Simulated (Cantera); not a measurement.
Input: 1 mol SiH2Cl2, 0.69 mol N2, held at 1127 °C and 0.480 bar.

These are equilibrium values from Cantera (NASA tables, ideal gas, pure condensed phases), not measurements of a reactor. Candidate condensed phases: NH4Cl, Si, Si3N4; 28 gas species. N2 is the only nitrogen source here; it is nearly inert below about 1500 K, so the nitride shown seldom forms there in practice. The tables' values for SiCl3 are old estimates; treat these amounts as uncertain. Kinetics and transport are ignored.

Base state: HCl 0.434, H2 0.295, SiCl4 0.134, N2 0.116, SiCl3 0.0114, SiHCl3 0.00642, SiCl2 0.00415, SiH2Cl2 4.64e-5 (mole fractions); condensed: Si3N4(s).

Problem. What changes in the equilibrium state with this change: SiH2Cl2 replaced by SiCl4?

Solution. 
```
species         before     after
-------------  -------  --------
SiCl4            0.134     0.591
N2               0.116     0.408
SiCl3           0.0114  0.000584
HCl              0.434         0
H2               0.295         0
SiHCl3         0.00642         0
SiH2Cl2        4.64e-5         0
Cl2            1.27e-8   9.48e-5
SiCl2          0.00415   2.45e-6
Si3N4(s), mol    0.233         0
```

Problem. What changes in the equilibrium state with this change: N2 from 0.69 to 4.7 mol?

Solution. 
| species | before | after |
|---|---|---|
| N2 | 0.116 | 0.699 |
| HCl | 0.434 | 0.197 |
| H2 | 0.295 | 0.0687 |
| SiCl4 | 0.134 | 0.0313 |
| SiCl3 | 0.0114 | 0.00285 |
| SiH2Cl2 | 4.64e-5 | 2.87e-6 |
| SiHCl3 | 0.00642 | 0.000773 |
| Si3N4(s), mol | 0.233 | 0.262 |
